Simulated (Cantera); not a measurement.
# Gas activation for diamond growth

A perfectly stirred reactor is fed with 1.16 % CH₄, 97.0 % H₂, 1.84 % CO₂, at 0.0691 atm; it is held at 2525 K, and followed from long to short residence time.

Cantera simulation using GRI-Mech 3.0 (53 species, 325 reactions); the numbers are that mechanism's predictions, not measurements.

| τ (s) | x CH₄ | x H₂ | x CO₂ | x CO | x O |
|---|---|---|---|---|---|
| 0.59 | 4.93e-6 | 0.872 | 3.25e-5 | 0.0280 | 9.89e-6 |
| 0.27 | 1.29e-5 | 0.878 | 3.41e-5 | 0.0280 | 8.62e-6 |
| 0.13 | 3.45e-5 | 0.887 | 3.79e-5 | 0.0280 | 6.90e-6 |
| 0.059 | 0.000100 | 0.900 | 4.96e-5 | 0.0275 | 5.10e-6 |
| 0.027 | 0.000249 | 0.911 | 7.96e-5 | 0.0261 | 4.00e-6 |
| 0.013 | 0.000512 | 0.918 | 0.000145 | 0.0241 | 3.39e-6 |
| 0.0058 | 0.00103 | 0.924 | 0.000318 | 0.0215 | 2.78e-6 |
| 0.0027 | 0.00190 | 0.929 | 0.000727 | 0.0193 | 2.15e-6 |
| 0.0012 | 0.00344 | 0.934 | 0.00181 | 0.0171 | 1.46e-6 |
| 0.00058 | 0.00546 | 0.939 | 0.00401 | 0.0145 | 8.70e-7 |
| 0.00027 | 0.00789 | 0.947 | 0.00840 | 0.00995 | 3.54e-7 |
x: mole fraction; the columns are a selection and need not sum to one.
